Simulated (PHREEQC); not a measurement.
PHREEQC input (ion-association model, phreeqc.dat):

```
SOLUTION_MASTER_SPECIES
  Amm  AmmH+  0  AmmH  17.031  # ammonia with no redox link, constants of NH4+
SOLUTION_SPECIES
  AmmH+ = AmmH+
    -log_k 0
    -gamma 2.5 0
    -dw 1.98e-9
  AmmH+ = Amm + H+
    -log_k -9.252
    -delta_h 12.48 kcal
    -analytic 0.6322 -0.001225 -2835.76
    -dw 2.28e-9
  AmmH+ + SO4-2 = AmmHSO4-
    -log_k 1.11
PHASES
  Amm(g)
    Amm = Amm
    -log_k 1.7966
    -analytic -18.758 3.3670e-4 2.5113e3 4.8619 39.192
    -T_c 405.6
    -P_c 111.3
    -Omega 0.25
EXCHANGE_SPECIES
  AmmH+ + X- = AmmHX
    -log_k 0.6
    -gamma 2.5 0
    -delta_h -2.4
SOLUTION 0
  temp 25
  units mmol/kgw
  pH 7 charge
  Cl 71.61
  Li 7.6
  Ba 9.5
  Amm 45
  O(0) 1 O2(g) -0.68
SOLUTION 1-30
  temp 25
  units mmol/kgw
  pH 7 charge
  Cl 200.01
  Ca 39
  Mg 61
  O(0) 1 O2(g) -0.68
END
EXCHANGE 1-30
  X 0.06
  -equilibrate 1
END
SELECTED_OUTPUT 1
  -reset false
  -pH true
  -pe true
  -ionic_strength true
  -water true
  -step true
  -totals Amm Ba Ca Cl Li Mg
  -molalities LiX MgX2 AmmHX BaX2 CaX2
PRINT
  -reset false
TRANSPORT
  -cells 30
  -shifts 120
  -lengths 0.0166667
  -time_step 60
  -dispersivities 0.018
  -boundary_conditions flux flux
  -correct_disp true
  -punch_cells 30
  -punch_frequency 4
END
# ... the last block is repeated for the other 30 points of pore volumes
```

Selected output (columns that matter, 25 of 31 rows; pore volumes added in front):

```
pore volumes	pH	mu	Amm	Ba	Ca	Cl	Li	Mg	m_LiX	m_MgX2	m_BaX2	m_CaX2
0	5.106	0.30001	0	0	0.039	0.20001	0	0.061	0	0.014901	0	0.015099
0.15	5.106	0.30001	0	0	0.039	0.20001	0	0.061	0	0.014901	0	0.015099
0.2833	5.106	0.30001	5.0837e-12	5.2845e-14	0.039	0.20001	1.5684e-10	0.061	1.1194e-11	0.014901	2.6356e-14	0.015099
0.55	5.1058	0.29691	2.7522e-05	9.2811e-07	0.038594	0.19798	6.0888e-05	0.060344	4.3684e-06	0.014895	4.6773e-07	0.015098
0.6833	5.1041	0.28098	0.00033306	1.2584e-05	0.036491	0.18758	0.00043408	0.056899	3.201e-05	0.014837	6.7002e-06	0.015081
0.8167	5.0994	0.24729	0.001448	5.3815e-05	0.031993	0.16579	0.0013277	0.049455	0.0001043	0.014637	3.2519e-05	0.015007
1.0833	5.0806	0.16612	0.006744	0.00021212	0.02082	0.11429	0.0038621	0.030804	0.00036999	0.013557	0.0001906	0.014522
1.2167	5.0693	0.13687	0.010462	0.00030831	0.016565	0.096393	0.0049639	0.023605	0.00052506	0.012665	0.00033775	0.014087
1.35	5.0582	0.11731	0.014592	0.00042257	0.013526	0.085013	0.0058174	0.018348	0.00066746	0.011582	0.00054464	0.013533
1.4833	5.0479	0.10499	0.01897	0.00057085	0.011404	0.078468	0.0064381	0.01455	0.00078476	0.010367	0.0008304	0.012877
1.6167	5.0387	0.097318	0.023396	0.00077043	0.0098693	0.07497	0.0068689	0.011708	0.00087374	0.0090844	0.0012205	0.012137
1.8833	5.0237	0.089077	0.031523	0.001386	0.0076997	0.072343	0.0073419	0.0076484	0.00098124	0.0065511	0.0024239	0.010452
2.0167	5.018	0.086725	0.034903	0.0018255	0.006833	0.07194	0.0074586	0.006126	0.00101	0.0053862	0.0032772	0.0095219
2.15	5.0135	0.085002	0.037725	0.002359	0.0060374	0.071756	0.0075304	0.004849	0.0010274	0.0043284	0.0042993	0.0085414
2.4167	5.0072	0.082786	0.041732	0.0036691	0.0045766	0.071637	0.0075985	0.0029029	0.0010391	0.0026029	0.0067174	0.006504
2.55	5.0052	0.082113	0.043017	0.0043992	0.0039028	0.071622	0.0076121	0.0021893	0.0010372	0.0019493	0.0079974	0.0055074
2.6833	5.0038	0.081648	0.043921	0.0051353	0.0032748	0.071615	0.0076184	0.0016226	0.0010326	0.0014294	0.0092364	0.0045721
2.8167	5.0029	0.081341	0.044524	0.0058434	0.0027028	0.071612	0.0076204	0.0011827	0.0010264	0.001029	0.01038	0.0037267
2.95	5.0023	0.081151	0.0449	0.0064957	0.0021956	0.071611	0.0076198	0.00084908	0.0010198	0.0007293	0.011392	0.0029888
3.2167	5.0019	0.080991	0.045224	0.0075704	0.001389	0.07161	0.0076153	0.00042107	0.0010076	0.00035348	0.012976	0.0018481
3.35	5.0018	0.080972	0.045263	0.0079848	0.0010854	0.07161	0.0076128	0.00029195	0.0010026	0.00024283	0.01356	0.0014308
3.4833	5.0018	0.080974	0.045262	0.008323	0.00084009	0.07161	0.0076104	0.00020078	0.00099844	0.00016572	0.014026	0.0010989
3.75	5.0019	0.081003	0.045208	0.008808	0.00049172	0.07161	0.0076065	9.3158e-05	0.00099235	7.6033e-05	0.014678	0.00063606
3.8833	5.0019	0.081021	0.045174	0.0089749	0.00037272	0.07161	0.007605	6.2982e-05	0.00099023	5.1204e-05	0.014898	0.00048026
4.0167	5.002	0.081037	0.045142	0.0091037	0.00028112	0.07161	0.0076039	4.2414e-05	0.00098858	3.4378e-05	0.015066	0.00036113
```
